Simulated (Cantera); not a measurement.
A closed system holds: 1 mol SiHCl3, 0.021 mol Cl2, 68 mol H2, held at 7.50 Torr.

These are equilibrium values from Cantera (NASA tables, ideal gas, pure condensed phases), not measurements of a reactor. Candidate condensed phases: Si; 19 gas species. The tables' values for SiCl3 are old estimates; treat these amounts as uncertain. Rates play no part. All values below are at 1152 °C.

Base state: H2 0.961, HCl 0.0354, SiCl2 0.00393, H 6.69e-5, SiCl3 5.88e-5 (mole fractions); condensed: Si(s).

Question: What changes in the equilibrium state with this change: Cl2 from 0.021 to 0.74 mol?

Answer: 
| species | before | after |
|---|---|---|
| H2 | 0.961 | 0.944 |
| HCl | 0.0354 | 0.0480 |
| SiCl2 | 0.00393 | 0.00737 |
| SiCl4 | 3.46e-6 | 1.22e-5 |
| SiCl3 | 5.88e-5 | 0.000151 |
| Si(s), mol | 0.720 | 0.465 |
